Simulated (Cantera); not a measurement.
## Moist CO burnout

An isothermal, constant-pressure homogeneous reactor starts with 1.21 % CO, 5.68 % O2, 0.0549 % H2O, 93.1 % N2, at 1100 K and 0.920 bar.

Detailed kinetics in Cantera: GRI-Mech 3.0 (53 species, 325 reactions).

| t (s) | x CO | x O2 | x H2O | x H | x HO2 |
|---|---|---|---|---|---|
| 0.00100 | 0.0121 | 0.0568 | 0.000549 | 1.68e-11 | 1.62e-10 |
| 0.00223 | 0.0121 | 0.0568 | 0.000549 | 4.90e-11 | 9.23e-10 |
| 0.00496 | 0.0121 | 0.0568 | 0.000549 | 1.71e-10 | 5.15e-9 |
| 0.0110 | 0.0121 | 0.0568 | 0.000549 | 1.03e-9 | 3.81e-8 |
| 0.0246 | 0.0121 | 0.0568 | 0.000548 | 6.36e-8 | 9.60e-7 |
| 0.0548 | 0.00851 | 0.0550 | 0.000541 | 2.24e-6 | 2.48e-6 |
| 0.122 | 0.00358 | 0.0527 | 0.000546 | 7.27e-7 | 1.68e-6 |
| 0.272 | 0.00106 | 0.0515 | 0.000550 | 1.37e-7 | 9.25e-7 |
| 0.605 | 0.000241 | 0.0511 | 0.000551 | 1.73e-8 | 4.09e-7 |
| 1.35 | 4.37e-5 | 0.0510 | 0.000552 | 1.70e-9 | 1.37e-7 |
| 3.00 | 6.08e-6 | 0.0510 | 0.000552 | 1.33e-10 | 2.89e-8 |
x: mole fraction; the columns are a selection and need not sum to one.

Equilibrium at this temperature and pressure: CO 7.55e-11, O2 0.0510, H2O 0.000552, H <1e-12, HO2 1.00e-10 (gas phase only).
